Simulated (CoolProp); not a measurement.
Vapour pressure (kPa) of CF4 (R14): the reference equation beside estimates from Tc = -45.8 °C, pc = 3762 kPa, ω = 0.178. Clausius-Clapeyron is anchored at -134.95 °C with a constant enthalpy of vaporisation of 12.15 kJ/mol.

Values from CoolProp's reference Helmholtz-energy equation of state, Platzer 1990. This equation is an older, rougher fit; its heat capacities, sound speeds and derivatives of the liquid may be far off and weren't checked against measurements.

```csv
T (°C),reference,Lee-Kesler,Clausius-Clapeyron,van der Waals,Redlich-Kwong,Soave-Redlich-Kwong,Peng-Robinson
-134.95,60.64,60.06,60.64,351.8,88.05,60.33,61.46
-126.75,110.9,110.8,109.6,485.2,155.6,110.9,111.9
-118.65,187.6,188.6,185.0,646.6,254.5,188.6,188.7
-110.55,299.7,302.5,296.3,839.9,392.7,302.5,301.0
-102.45,456.0,461.4,453.8,1067,577.8,462.1,458.1
-94.35,666.5,674.6,668.7,1331,817.2,677.5,670.1
-86.15,945.4,955.9,956.9,1636,1122,963.3,951.9
-78.05,1297,1309,1324,1978,1492,1324,1308
-69.95,1738,1751,1784,2361,1936,1773,1755
```

Absolute difference from the reference over all 9 rows, mean and median: Lee-Kesler 0.9 and 0.9 %, Clausius-Clapeyron 1.2 and 1.2 %, van der Waals 182.0 and 134.0 %, Redlich-Kwong 27.4 and 26.7 %, Soave-Redlich-Kwong 1.2 and 1.3 %, Peng-Robinson 0.8 and 0.7 %.
